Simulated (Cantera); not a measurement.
Thermodynamics of oxide etching and cleaning by halides, feed B₂O₃ + Cl₂ + H₂

A closed system holds: 1 mol B₂O₃, 1.8 mol Cl₂, a varied amount of H₂, at 1023.15 K and 100 Torr.

Method: chemical equilibrium by Gibbs-energy minimisation in Cantera with the NASA 1993 tables (ideal gas, pure condensed phases). Candidate condensed phases: B, B₂O₃, B₃O₃H₃, H₂O; 33 gas species. Gases not in the tables: BHCl₂. Equilibrium is a limit: real reactors are often held back by kinetics, nucleation or transport.

From 1.5 mol H₂ to 6.8 mol H₂ the condensed part is B₂O₃(l). The main B-bearing gas is BCl₃ throughout.

```
n(H₂) (mol)  x HCl      x H₂     x Cl₂      x Cl     x H₂O    x BCl₃  x B₃O₃Cl₃   x HBO₂  n B₂O₃(l)
-----------  -----  --------  --------  --------  --------  --------  ---------  -------  ---------
1.5          0.908  4.50e-10    0.0907  0.000449  0.000240  0.000132    2.88e-5  1.79e-6      1.000
1.9          0.973    0.0270   1.73e-9   6.21e-8  0.000260  0.000143    3.12e-5  1.86e-6      1.000
2.4          0.857     0.143  2.54e-10   2.38e-8  0.000224  0.000123    2.68e-5  1.72e-6      1.000
2.9          0.766     0.234  1.24e-10   1.66e-8  0.000195  0.000107    2.34e-5  1.61e-6      1.000
3.6          0.666     0.333  6.59e-11   1.21e-8  0.000165   9.09e-5    1.98e-5  1.48e-6      1.000
4.4          0.580     0.419  3.97e-11   9.41e-9  0.000140   7.71e-5    1.68e-5  1.36e-6      1.000
5.5          0.493     0.507  2.37e-11   7.27e-9  0.000115   6.34e-5    1.38e-5  1.24e-6      1.000
6.8          0.418     0.581  1.49e-11   5.76e-9   9.46e-5   5.21e-5    1.13e-5  1.12e-6      1.000
```
x: gas mole fraction; n: condensed amount in mol.
